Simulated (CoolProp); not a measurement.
Model: reference Helmholtz-energy equation of state, Eisenbach 2021, in CoolProp.

For propylene glycol, give the phase and the Joule-Thomson coefficient (K/MPa) at 442.5 K and 1.01 bar; 485.3 K and 1.01 bar; 521 K and 1.01 bar.


- 442.5 K and 1.01 bar: liquid; Joule-Thomson coefficient -0.178
- 485.3 K and 1.01 bar: gas; Joule-Thomson coefficient 13.4
- 521 K and 1.01 bar: gas; Joule-Thomson coefficient 10.3
